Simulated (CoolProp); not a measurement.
Vapour-liquid equilibrium of R125 (1) + R227EA (2) at 694 kPa; x and y are mole fractions of (1).

Computed with CoolProp (multi-fluid Helmholtz-energy mixture model, Lemmon 2005 and Lemmon 2016; pair parameters Bell 2016).

Problem. Give the bubble temperature and the first vapour's composition at x = 0.2, 0.35, 0.5. Is there an azeotrope?

Solution. x = 0.2: 302.2 K, y = 0.372; x = 0.35: 295.3 K, y = 0.571; x = 0.5: 289.3 K, y = 0.718. No azeotrope shows between x = 0.05 and 0.95.

The pair parameters rest on a limited set of measurements; away from them the model extrapolates.
